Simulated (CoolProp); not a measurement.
R236EA along the isobar 42.8 bar: density (kg/m³) from the reference equation and from simpler models built on Tc = 139.3 °C, pc = 34.14 bar, ω = 0.368; each cubic takes its own stable root.

Model: reference Helmholtz-energy equation of state, Rui 2013, in CoolProp.

```csv
T (°C),phase,reference,van der Waals,Redlich-Kwong,Soave-Redlich-Kwong,Peng-Robinson
75.45,liquid,1273,793.1,1085,1147,1297
82.55,liquid,1246,777.9,1056,1116,?
89.55,liquid,?,?,1026,1083,1223
96.55,liquid,1186,745.5,994.5,?,1183
103.65,liquid,?,727.4,960.1,1009,1138
110.65,liquid,1116,708.3,923.4,?,1089
117.75,liquid,1074,687.1,882.9,920.3,1034
124.75,liquid,1028,664.2,838.6,867.6,971.7
131.85,liquid,971.0,638.0,787.5,805.1,897.7
138.85,liquid,?,608.3,727.9,729.2,807.2
```

Question: Fill in the missing entries.

Answer: 
- 82.55, Peng-Robinson: 1261
- 89.55, reference: 1217
- 89.55, van der Waals: 762.2
- 96.55, Soave-Redlich-Kwong: 1048
- 103.65, reference: 1152
- 110.65, Soave-Redlich-Kwong: 967.5
- 138.85, reference: 898.2
